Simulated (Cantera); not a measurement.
Input: 1 mol SiH₂Cl₂, 1.6 mol NH₃, a varied amount of N₂, at 1300 K and 26000 Pa.

Equilibrium computed with Cantera from the NASA thermochemical tables; the gas is ideal and each condensed phase is pure. Candidate condensed phases: NH₄Cl, Si, Si₃N₄; 28 gas species. Kinetics and transport are ignored.

Problem. What share of the Si ends up in condensed phases as a function of n(N₂) (mol), at 2.3, 3.2, 4.3, 5.9, 8.1, 11, 15, 21, 28, 39?

Solution. 
| n(N₂) (mol) | Si condensed (%) | as |
|---|---|---|
| 2.3 | 95.4 | Si₃N₄(s) |
| 3.2 | 96.1 | Si₃N₄(s) |
| 4.3 | 96.7 | Si₃N₄(s) |
| 5.9 | 97.3 | Si₃N₄(s) |
| 8.1 | 97.8 | Si₃N₄(s) |
| 11 | 98.2 | Si₃N₄(s) |
| 15 | 98.6 | Si₃N₄(s) |
| 21 | 98.9 | Si₃N₄(s) |
| 28 | 99.1 | Si₃N₄(s) |
| 39 | 99.3 | Si₃N₄(s) |
